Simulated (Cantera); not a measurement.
Feed: 1 mol Si2H6, 0.074 mol O2, 1.1 mol H2, held at 1623 K and 13.3 mbar.

These are equilibrium values from Cantera (NASA tables, ideal gas, pure condensed phases), not measurements of a reactor. Candidate condensed phases: H2O, Si, SiO2; 18 gas species. The feed counts by its element totals alone. Kinetics and transport are ignored.

Base state: H2 0.965, SiO 0.0348, H 0.000588, Si 1.17e-5 (mole fractions); condensed: Si(s).

Problem. What changes in the equilibrium state with this change: O2 from 0.074 to 4.2 mol?

Solution. 
```
species                before     after
-------------------  --------  --------
H2O                   1.22e-6     0.963
O2                      <1e-9    0.0351
OH                      <1e-9   0.00123
H2                      0.965  0.000385
SiO                    0.0348   1.37e-9
O                       <1e-9   3.09e-5
Si                    1.17e-5     <1e-9
H                    0.000588   1.18e-5
Si(s), mol               1.85         0
SiO2(β-quartz), mol         0      2.00
```
The tables hold silica as quartz up to 1696 K and as liquid above; real silica turns to tridymite and cristobalite and melts near 1996 K. Gases not in the tables: Si(OH)4.

Problem. What changes in the equilibrium state with this change: temperature from 1623 K to 1325 K?

Solution. 
| species | before | after |
|---|---|---|
| H2 | 0.965 | 0.999 |
| SiO | 0.0348 | 0.00104 |
| H | 0.000588 | 1.42e-5 |
| Si | 1.17e-5 | 7.07e-9 |
| Si(s), mol | 1.85 | 1.92 |
| SiO2(β-quartz), mol | 0 | 0.0719 |
Mutual solubility and eutectic melting of coexisting phases are not modelled. The tables hold silica as quartz up to 1696 K and as liquid above; real silica turns to tridymite and cristobalite and melts near 1996 K.
